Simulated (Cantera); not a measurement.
Feed: 1 mol Si3N4, 0.47 mol CO2, 120 mol N2, held at 1750 K and 5.60 bar.

These are equilibrium values from Cantera (NASA tables, ideal gas, pure condensed phases), not measurements of a reactor. Candidate condensed phases: C, Si, SiC, SiO2, Si2N2O, Si3N4; 34 gas species. Mutual solubility and eutectic melting of coexisting phases are not modelled. The numbers say what is thermodynamically allowed, not how fast it happens.

Base state: N2 0.999, CO 0.00118 (mole fractions); condensed: C(graphite) + Si2N2O(s) + Si3N4(s).

Q: What changes in the equilibrium state with this change: CO2 from 0.47 to 0.023 mol?

A: 
```json
[
 {"species": "N2", "before": "0.999", "after": "1.000"},
 {"species": "CO", "before": "0.00118", "after": "0.000192"},
 {"species": "C(graphite), mol", "before": "0.328", "after": "0"},
 {"species": "Si2N2O(s), mol", "before": "0.798", "after": "0.0227"},
 {"species": "Si3N4(s), mol", "before": "0.468", "after": "0.985"}
]
```

Q: What changes in the equilibrium state with this change: temperature from 1750 K to 1898 K?

A: 
| species | before | after |
|---|---|---|
| N2 | 0.999 | 0.996 |
| CO | 0.00118 | 0.00390 |
| SiO | 2.29e-6 | 4.88e-5 |
| C(graphite), mol | 0.328 | 0 |
| Si2N2O(s), mol | 0.798 | 0.464 |
| Si3N4(s), mol | 0.468 | 0.689 |
